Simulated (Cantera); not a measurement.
A closed system holds: 1 mol SO2, 0.61 mol H2, held at 975 K and 0.100 bar.

Equilibrium computed with Cantera from the NASA thermochemical tables; the gas is ideal and each condensed phase is pure. Candidate condensed phases: H2O, H2SO4, S; 19 gas species. Gases not in the tables: S3 to S7. The numbers say what is thermodynamically allowed, not how fast it happens.

What is the equilibrium state?


```
Property                                Result
-----------------------------------  ---------
x(SO2)                                   0.490
x(H2O)                                   0.398
x(S2)                                   0.0856
x(H2S)                                  0.0221
x(S2O)                                 0.00367
x(H2)                                  0.00134
x(SO)                                  3.05e-5
x(SH)                                  6.96e-6
gas amount                           1.449 mol
log10 activity of S(l) (absent)          -1.33
log10 activity of H2SO4(l) (absent)     -13.88
```
